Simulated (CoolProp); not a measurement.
Properties of CHF3 (R23) along the isotherm 263.7 K (Tc = 299.3 K, pc = 48.32 bar, ω = 0.263).

Computed with CoolProp (reference Helmholtz-energy equation of state, Penoncello 2003).

```json
[
 {"p (bar)": "0.764", "phase": "gas", "speed of sound (m/s)": "193.7", "isothermal compressibility (1/MPa)": "13.21"},
 {"p (bar)": "1.45", "phase": "gas", "speed of sound (m/s)": "192.7", "isothermal compressibility (1/MPa)": "7.018"},
 {"p (bar)": "2.75", "phase": "gas", "speed of sound (m/s)": "190.7", "isothermal compressibility (1/MPa)": "3.763"},
 {"p (bar)": "5.2", "phase": "gas", "speed of sound (m/s)": "186.7", "isothermal compressibility (1/MPa)": "2.061"},
 {"p (bar)": "9.87", "phase": "gas", "speed of sound (m/s)": "178.5", "isothermal compressibility (1/MPa)": "1.180"},
 {"p (bar)": "18.7", "phase": "gas", "speed of sound (m/s)": "158.0", "isothermal compressibility (1/MPa)": "0.8355"},
 {"p (bar)": "35.5", "phase": "liquid", "speed of sound (m/s)": "437.3", "isothermal compressibility (1/MPa)": "0.009646"},
 {"p (bar)": "67.2", "phase": "liquid", "speed of sound (m/s)": "483.5", "isothermal compressibility (1/MPa)": "0.007285"},
 {"p (bar)": "127", "phase": "liquid", "speed of sound (m/s)": "549.7", "isothermal compressibility (1/MPa)": "0.005112"},
 {"p (bar)": "242", "phase": "liquid", "speed of sound (m/s)": "641.7", "isothermal compressibility (1/MPa)": "0.003349"}
]
```
